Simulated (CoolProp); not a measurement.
Vapour-liquid equilibrium of CHF3 (R23) (1) + R125 (2) at 256.4 K; x and y are mole fractions of (1).

Model: multi-fluid Helmholtz-energy mixture model, Penoncello 2003 and Lemmon 2005; pair parameters Bell 2016, in CoolProp.

```tsv
x	bubble pressure (kPa)	y at the bubble point	dew pressure at overall composition x (kPa)	liquid density (mol/L)
0.05	429.1	(withheld)	395.8	11.80
0.125	505.2	0.316	421.6	12.09
0.2	584.3	0.446	(withheld)	12.39
0.275	665.8	0.549	484.7	(withheld)
0.35	749.2	0.632	523.9	13.03
0.425	834.2	0.700	569.7	13.36
0.5	920.7	0.757	624.2	13.71
0.575	1008	0.806	689.7	14.07
0.65	1098	0.848	770.0	14.44
0.725	1188	0.886	870.1	14.83
0.8	(withheld)	0.920	997.1	15.24
0.875	1377	0.952	1160	15.66
0.95	1475	0.981	1371	(withheld)
```

Some entries are withheld; supply them.


- 0.05, y at the bubble point: 0.145
- 0.2, dew pressure at overall composition x (kPa): 451.0
- 0.275, liquid density (mol/L): 12.70
- 0.8, bubble pressure (kPa): 1281
- 0.95, liquid density (mol/L): 16.09

No azeotrope shows between x = 0.05 and 0.95.

Pair parameters are fitted to limited data, so mixtures are less certain than the pure fluids.
